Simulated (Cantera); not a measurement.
What does this Cantera script print?

```python
import numpy as np
import cantera as ct

gas = ct.Solution("gri30.yaml")
gas.TPX = 1300, 1333, {'H2': 0.16, 'O2': 1}
reactor = ct.IdealGasConstPressureReactor(gas, energy="off", clone=False)
net = ct.ReactorNet([reactor])
net.rtol, net.atol = 1e-08, 1e-18
show = ['H2', 'O2', 'H2O', 'H2O2', 'HO2', 'OH', 'O']
times = np.geomspace(2e-06, 20, 15)

steps = ct.SolutionArray(gas, extra=["t"])
rows = []
print(f"{'t/s':>10s}{'T/K':>9s}{'P/Pa':>11s}" + "".join(f"{s:>11s}" for s in show))
for t in times:
    while net.time < t:
        t_next = net.step()
        steps.append(gas.state, t=t_next)
    rows.append([np.interp(t, steps.t, y) for y in (steps.T, steps.P, *steps(*show).X.T)])
    print(f"{t:10.3e}{rows[-1][0]:9.1f}{rows[-1][1]:11.4g}" + "".join(f"{x:11.3e}" for x in rows[-1][2:]))
rate = np.gradient(steps.T, steps.t)
print("integrator steps:", len(steps.t))
if steps.T.max() > steps.T[0] + 200:
    print(f"time of steepest temperature rise: {steps.t[rate.argmax()]:.4e} s")
gas.TPX = 1300, 1333, {'H2': 0.16, 'O2': 1}
gas.equilibrate("TP")
print(f"equilibrium (TP): T = {gas.T:.1f} K  " + "  ".join(f"{s} {gas[s].X[0]:.3e}" for s in show))
```

It prints:

```
       t/s      T/K       P/Pa         H2         O2        H2O       H2O2        HO2         OH          O
 2.000e-06   1300.0       1333  1.379e-01  8.621e-01  1.246e-12  3.148e-14  1.250e-09  3.762e-11  3.810e-11
 6.325e-06   1300.0       1333  1.379e-01  8.621e-01  3.703e-11  3.151e-13  3.953e-09  3.452e-10  3.591e-10
 2.000e-05   1300.0       1333  1.379e-01  8.621e-01  9.742e-10  3.139e-12  1.250e-08  2.752e-09  3.081e-09
 6.325e-05   1300.0       1333  1.379e-01  8.621e-01  2.231e-08  3.125e-11  3.954e-08  1.963e-08  2.525e-08
 2.000e-04   1300.0       1333  1.379e-01  8.621e-01  8.172e-07  3.087e-10  1.257e-07  3.284e-07  4.596e-07
 6.325e-04   1300.0       1333  1.356e-01  8.606e-01  1.610e-03  5.573e-09  1.628e-06  5.596e-04  7.941e-04
 2.000e-03   1300.0       1333  5.020e-03  7.706e-01  1.111e-01  1.856e-07  5.434e-06  1.031e-02  6.855e-02
 6.325e-03   1300.0       1333  4.295e-03  7.851e-01  1.183e-01  1.957e-07  5.511e-06  9.622e-03  5.667e-02
 2.000e-02   1300.0       1333  2.565e-03  8.152e-01  1.323e-01  2.062e-07  5.311e-06  7.560e-03  3.146e-02
 6.325e-02   1300.0       1333  6.358e-04  8.428e-01  1.441e-01  1.537e-07  3.460e-06  3.813e-03  7.420e-03
 2.000e-01   1300.0       1333  7.655e-05  8.504e-01  1.473e-01  6.239e-08  9.953e-07  1.330e-03  8.852e-04
 6.325e-01   1300.0       1333  9.844e-06  8.515e-01  1.479e-01  1.975e-08  1.935e-07  4.791e-04  1.142e-04
 2.000e+00   1300.0       1333  1.740e-06  8.517e-01  1.480e-01  6.124e-09  5.076e-08  2.021e-04  2.028e-05
 6.325e+00   1300.0       1333  4.055e-07  8.518e-01  1.481e-01  2.032e-09  3.316e-08  9.775e-05  4.745e-06
 2.000e+01   1300.0       1333  1.480e-07  8.518e-01  1.481e-01  9.787e-10  4.128e-08  5.909e-05  1.734e-06
integrator steps: 1844
equilibrium (TP): T = 1300.0 K  H2 1.214e-07  O2 8.518e-01  H2O 1.481e-01  H2O2 8.656e-10  HO2 4.427e-08  OH 5.353e-05  O 1.423e-06
```

Detailed kinetics in Cantera: GRI-Mech 3.0 (53 species, 325 reactions). Radical loss at walls, strong at low pressure, is not modelled. The temperature is held fixed by assumption; the heat of reaction is taken as removed at once.
